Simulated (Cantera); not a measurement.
What does this Cantera script print?

```python
import numpy as np
import cantera as ct

gas_names = """
    CL CL2 H HCL H2 K KCL KH K2 K2CL2
""".split()
cond_names = """
    K(cr) K(L) KCL(s) KCL(L)
""".split()


# ... load() reads the species with a 1 bar reference pressure and builds the phases ...
atoms = {
    'KCl': {'K': 1, 'CL': 1},
    'HCl': {'H': 1, 'CL': 1},
    'H2': {'H': 2},
}
top_T = {}  # K; cautious upper limits of use, not melting points


# ... equilibrate(T, P, feed) seeds the gas with the atoms and calls Mixture.equilibrate('TP', solver="vcs", rtol=1e-11, max_steps=5000) ...
results = []
feed = {'KCl': 1, 'HCl': 0.038, 'H2': 0.1}  # mol
P = 1500  # Pa
for T in [698, 898, 1098, 1298, 1498, 1698, 1898]:
    mix = equilibrate(T, P, feed)
    results.append((T, P, feed, dict(zip(mix.species_names, mix.species_moles))))

top = {s: max(r[3][s] / sum(r[3][g] for g in gas_names) for r in results) for s in gas_names}
cols = sorted((s for s in top if top[s] > 0.001), key=lambda s: -top[s])[:8]
seen = [c for c in cond_names if any(r[3].get(c, 0) > 1e-12 for r in results)]
print("log10 of partial pressures in bar; condensed amounts in mol")
print(f"{'T/K':>10s}" + "".join(f"{s[:9]:>10s}" for s in cols + seen))
for T, P, feed, n in results:
    ng = sum(n[g] for g in gas_names)
    print(f"{T:10.4g}" + "".join(f"{np.log10(max(n[s] / ng * P / 1e5, 1e-99)):10.3f}" for s in cols)
          + "".join(f"{n.get(c, 0):10.4g}" for c in seen))
```

It prints:

```
log10 of partial pressures in bar; condensed amounts in mol
       T/K       KCL        H2       HCL     K2CL2         K         H    KCL(s)    KCL(L)
       698    -8.674    -1.964    -2.384    -9.691   -20.876   -14.626         1         0
       898    -5.122    -1.964    -2.384    -5.665   -13.816   -10.943    0.9999         0
      1098    -2.983    -2.010    -2.430    -3.327    -9.425    -8.612         0    0.9797
      1298    -1.974    -2.819    -3.239    -2.642    -6.471    -7.379         0         0
      1498    -1.894    -2.871    -3.286    -3.451    -5.241    -6.200         0         0
      1698    -1.885    -2.886    -3.267    -4.170    -4.395    -5.283         0         0
      1898    -1.889    -2.912    -3.191    -4.756    -3.806    -4.563         0         0
```

Method: chemical equilibrium by Gibbs-energy minimisation in Cantera with the NASA 1993 tables (ideal gas, pure condensed phases).
